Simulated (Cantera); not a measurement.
Cantera run:

```python
import numpy as np
import cantera as ct

gas_names = [...]  # 95 gases of nasa_gas.yaml made of C, F, H
cond_names = """
    C(gr) C6H6(L) C7H8(L) C8H18(L),n-octa
""".split()


# ... load() reads the species with a 1 bar reference pressure and builds the phases ...
atoms = {
    'CH3F': {'C': 1, 'H': 3, 'F': 1},
    'H2': {'H': 2},
}
top_T = {'C(gr)': 4500}  # K; cautious upper limits of use, not melting points


# ... equilibrate(T, P, feed) seeds the gas with the atoms and calls Mixture.equilibrate('TP', solver="vcs", rtol=1e-11, max_steps=5000) ...
results = []
feed = {'CH3F': 1, 'H2': 6.7}  # mol
T = 2275  # K
P = 1100  # Pa
mix = equilibrate(T, P, feed)
results.append((T, P, feed, dict(zip(mix.species_names, mix.species_moles))))
print(gas.report(threshold=1e-05))
for i in range(1, mix.n_phases):
    print(f"{mix.phase(i).name:16s} {mix.phase_moles(i):12.5e} mol")
```

Result:

```
       temperature   2275 K
          pressure   1100 Pa
           density   0.00023319 kg/m^3
  mean mol. weight   4.0098 kg/kmol
   phase of matter   gas

                          1 kg             1 kmol
                     ---------------   ---------------
          enthalpy        1.1874e+07        4.7613e+07  J
   internal energy        7.1569e+06        2.8698e+07  J
           entropy             59391        2.3815e+05  J/K
    Gibbs function       -1.2324e+08       -4.9418e+08  J
 heat capacity c_p            8515.4             34145  J/K
 heat capacity c_v            6441.8             25831  J/K

                      mass frac. Y      mole frac. X     chem. pot. / RT
                     ---------------   ---------------   ---------------
               C2H        7.3524e-05        1.1779e-05           -18.403
    C2H2,acetylene          0.020111         0.0030971            -30.71
                 F        5.1713e-05        1.0915e-05           -33.887
                 H          0.018349          0.072994           -12.308
                HF            0.5525           0.11074           -46.195
                H2           0.40882           0.81314           -24.615
     [  +89 minor]        9.9254e-05        1.2727e-05

C(gr)             9.43581e-01 mol
```

These are equilibrium values from Cantera (NASA tables, ideal gas, pure condensed phases), not measurements of a reactor.
